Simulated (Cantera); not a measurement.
Charge: 1 mol Si, a varied amount of Br2, 17 mol H2, at 702 °C and 0.00133 bar.

Equilibrium computed with Cantera from the NASA thermochemical tables; the gas is ideal and each condensed phase is pure. Candidate condensed phases: Br2, Si; 19 gas species. Rates play no part.

Q: Which condensed phases are stable at each of these points (n(Br2) (mol)): 0.58, 0.7, 0.84, 1, 1.2, 1.5, 1.8, 2.1, 2.6?

A: 
```json
[
 {"n(Br2) (mol)": "0.58", "condensed phases": "Si(s)", "Si condensed (%)": "88.0"},
 {"n(Br2) (mol)": "0.7", "condensed phases": "Si(s)", "Si condensed (%)": "83.5"},
 {"n(Br2) (mol)": "0.84", "condensed phases": "Si(s)", "Si condensed (%)": "77.8"},
 {"n(Br2) (mol)": "1", "condensed phases": "Si(s)", "Si condensed (%)": "71.1"},
 {"n(Br2) (mol)": "1.2", "condensed phases": "Si(s)", "Si condensed (%)": "62.4"},
 {"n(Br2) (mol)": "1.5", "condensed phases": "Si(s)", "Si condensed (%)": "48.9"},
 {"n(Br2) (mol)": "1.8", "condensed phases": "Si(s)", "Si condensed (%)": "35.2"},
 {"n(Br2) (mol)": "2.1", "condensed phases": "Si(s)", "Si condensed (%)": "21.2"},
 {"n(Br2) (mol)": "2.6", "condensed phases": "gas only", "Si condensed (%)": "0.0"}
]
```

From 0.58 mol Br2 to 2.1 mol Br2 the condensed part is Si(s). At 2.6 mol Br2 nothing is condensed.
